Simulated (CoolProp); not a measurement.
A single-stage vapour-compression cycle with c-C4F8 (RC318): evaporating at 247.15 K (dew point), condensing at 295.15 K (bubble point), superheat 8 K, subcooling 0 K, compressor efficiency 0.6, no pressure losses. Each further row changes one setting.

Values from CoolProp's reference Helmholtz-energy equation of state, Platzer 1990. This equation is an older, rougher fit; its heat capacities, sound speeds and derivatives of the liquid may be far off and weren't checked against measurements.

```
case                              cooling COP  pressure ratio  discharge temperature (K)  refrigerating effect (kJ/kg)  volumetric capacity (kJ/m³)
--------------------------------  -----------  --------------  -------------------------  ----------------------------  ---------------------------
as stated                                2.29            6.96                      304.7                          79.0                          310
evaporating temperature 252.15 K         2.71            5.45                      303.9                          82.4                          406
condensing temperature 290.15 K          2.68            5.89                      300.4                          84.5                          331
subcooling 5 K                           2.45            6.96                      304.7                          84.5                          331
superheat 18 K                           2.39            6.96                      315.4                          86.2                          324
compressor efficiency 0.5                1.91            6.96                      313.0                          79.0                          310
```
